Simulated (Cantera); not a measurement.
Ignition delay

Mixture: 17.2 % CO, 1.05 % H2, 0.961 % CH4, 17.0 % O2, 63.9 % N2, equivalence ratio 0.65, at 1000000 Pa, adiabatic and at constant volume. Ignition delay is the time to a rise of 400 K.

Detailed kinetics in Cantera: GRI-Mech 3.0 (53 species, 325 reactions). Where the delays flatten at high temperature, the 400 K rule measures the pace of heat release, not the induction time.

```json
[
 {"T0 (K)": "1100", "delay (ms)": "0.596"},
 {"T0 (K)": "1200", "delay (ms)": "0.124"},
 {"T0 (K)": "1300", "delay (ms)": "0.0388"},
 {"T0 (K)": "1400", "delay (ms)": "0.0169"},
 {"T0 (K)": "1500", "delay (ms)": "0.00957"},
 {"T0 (K)": "1600", "delay (ms)": "0.00645"},
 {"T0 (K)": "1700", "delay (ms)": "0.00484"},
 {"T0 (K)": "1800", "delay (ms)": "0.00389"},
 {"T0 (K)": "1900", "delay (ms)": "0.00328"},
 {"T0 (K)": "2000", "delay (ms)": "0.00288"}
]
```
